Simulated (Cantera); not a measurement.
Charge: 1 mol AlCl₃, 0.73 mol H₂O, 4.2 mol N₂, held at 600 K and 100 Torr.

Equilibrium computed with Cantera from the NASA thermochemical tables; the gas is ideal and each condensed phase is pure. Candidate condensed phases: Al, AlCl₃, AlN, Al₂O₃, H₂O, NH₄Cl; 45 gas species. Condensed phases not in the tables: AlOCl. Kinetics and transport are ignored.

Base state: N₂ 0.705, HCl 0.245, Al₂Cl₆ 0.0361, AlCl₃ 0.0140 (mole fractions); condensed: Al₂O₃(s).

**Question.** What changes in the equilibrium state with this change: N₂ from 4.2 to 770 mol?

**Answer.** 
```json
[
 {"species": "N₂", "before": "0.705", "after": "0.998"},
 {"species": "HCl", "before": "0.245", "after": "0.00189"},
 {"species": "AlCl₃", "before": "0.0140", "after": "0.000553"},
 {"species": "Al₂Cl₆", "before": "0.0361", "after": "5.62e-5"},
 {"species": "Al₂O₃(s), mol", "before": "0.243", "after": "0.243"}
]
```
